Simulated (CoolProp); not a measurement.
Values from CoolProp's reference Helmholtz-energy equation of state, Lemmon 2005. It is a short technical equation, of lower accuracy than the large ones.

Problem. For cis-2-butene, give the phase and the speed of sound (m/s) at 525 K and 0.0966 MPa.

Solution. 
- 525 K and 0.0966 MPa: gas; speed of sound 287
